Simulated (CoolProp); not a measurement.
Properties of ethanol along the isobar 3.1 bar.

Computed with CoolProp (reference Helmholtz-energy equation of state, Schroeder 2014).

```json
[
 {"T (K)": "435.3", "phase": "gas", "Z": "0.9655", "speed of sound (m/s)": "287.8", "isothermal compressibility (1/MPa)": "3.345", "expansivity (1/kK)": "2.718", "viscosity (µPa s)": "12.9", "conductivity (mW/(m K))": "30.6"},
 {"T (K)": "446.8", "phase": "gas", "Z": "0.9698", "speed of sound (m/s)": "292.1", "isothermal compressibility (1/MPa)": "3.329", "expansivity (1/kK)": "2.593", "viscosity (µPa s)": "13.2", "conductivity (mW/(m K))": "31.9"},
 {"T (K)": "458.4", "phase": "gas", "Z": "0.9735", "speed of sound (m/s)": "296.4", "isothermal compressibility (1/MPa)": "3.316", "expansivity (1/kK)": "2.482", "viscosity (µPa s)": "13.6", "conductivity (mW/(m K))": "33.3"},
 {"T (K)": "470", "phase": "gas", "Z": "0.9766", "speed of sound (m/s)": "300.4", "isothermal compressibility (1/MPa)": "3.305", "expansivity (1/kK)": "2.384", "viscosity (µPa s)": "13.9", "conductivity (mW/(m K))": "34.8"},
 {"T (K)": "481.6", "phase": "gas", "Z": "0.9793", "speed of sound (m/s)": "304.4", "isothermal compressibility (1/MPa)": "3.295", "expansivity (1/kK)": "2.296", "viscosity (µPa s)": "14.3", "conductivity (mW/(m K))": "36.2"},
 {"T (K)": "493.2", "phase": "gas", "Z": "0.9816", "speed of sound (m/s)": "308.3", "isothermal compressibility (1/MPa)": "3.287", "expansivity (1/kK)": "2.216", "viscosity (µPa s)": "14.6", "conductivity (mW/(m K))": "37.6"},
 {"T (K)": "504.8", "phase": "gas", "Z": "0.9836", "speed of sound (m/s)": "312.1", "isothermal compressibility (1/MPa)": "3.280", "expansivity (1/kK)": "2.144", "viscosity (µPa s)": "14.9", "conductivity (mW/(m K))": "39.1"},
 {"T (K)": "516.3", "phase": "gas", "Z": "0.9854", "speed of sound (m/s)": "315.7", "isothermal compressibility (1/MPa)": "3.274", "expansivity (1/kK)": "2.079", "viscosity (µPa s)": "15.2", "conductivity (mW/(m K))": "40.5"},
 {"T (K)": "527.9", "phase": "gas", "Z": "0.9869", "speed of sound (m/s)": "319.4", "isothermal compressibility (1/MPa)": "3.269", "expansivity (1/kK)": "2.018", "viscosity (µPa s)": "15.6", "conductivity (mW/(m K))": "42.0"},
 {"T (K)": "539.5", "phase": "gas", "Z": "0.9882", "speed of sound (m/s)": "322.9", "isothermal compressibility (1/MPa)": "3.265", "expansivity (1/kK)": "1.962", "viscosity (µPa s)": "15.9", "conductivity (mW/(m K))": "43.5"},
 {"T (K)": "551.1", "phase": "gas", "Z": "0.9894", "speed of sound (m/s)": "326.5", "isothermal compressibility (1/MPa)": "3.261", "expansivity (1/kK)": "1.910", "viscosity (µPa s)": "16.2", "conductivity (mW/(m K))": "44.9"},
 {"T (K)": "562.7", "phase": "gas", "Z": "0.9904", "speed of sound (m/s)": "329.9", "isothermal compressibility (1/MPa)": "3.257", "expansivity (1/kK)": "1.861", "viscosity (µPa s)": "16.5", "conductivity (mW/(m K))": "46.4"},
 {"T (K)": "574.2", "phase": "gas", "Z": "0.9913", "speed of sound (m/s)": "333.3", "isothermal compressibility (1/MPa)": "3.254", "expansivity (1/kK)": "1.816", "viscosity (µPa s)": "16.9", "conductivity (mW/(m K))": "47.9"}
]
```

Viscosity comes from a separate model (Kiselev 2005). Thermal conductivity comes from a separate model (Assael 2013).
